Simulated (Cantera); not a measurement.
Charge: 1 mol Si₃N₄, 1.4 mol O₂, 66 mol H₂, held at 1275 °C and 21.0 Pa.

Equilibrium computed with Cantera from the NASA thermochemical tables; the gas is ideal and each condensed phase is pure. Candidate condensed phases: H₂O, Si, SiO₂, Si₂N₂O, Si₃N₄; 35 gas species. Equilibrium is a limit: real reactors are often held back by kinetics, nucleation or transport.

Base state: H₂ 0.930, SiO 0.0395, N₂ 0.0282, H 0.00205, Si 0.000151 (mole fractions); condensed: Si(s).

What changes in the equilibrium state with this change: O₂ from 1.4 to 2.3 mol?


```tsv
species	before	after
H₂	0.930	0.946
N₂	0.0282	0.0287
SiO	0.0395	0.0215
H₂O	3.48e-8	0.00138
Si	0.000151	2.12e-9
H	0.00205	0.00207
Si(s), mol	0.189	0
SiO₂(β-quartz), mol	0	1.50
```
The tables hold silica as quartz up to 1696 K and as liquid above; real silica turns to tridymite and cristobalite and melts near 1996 K.
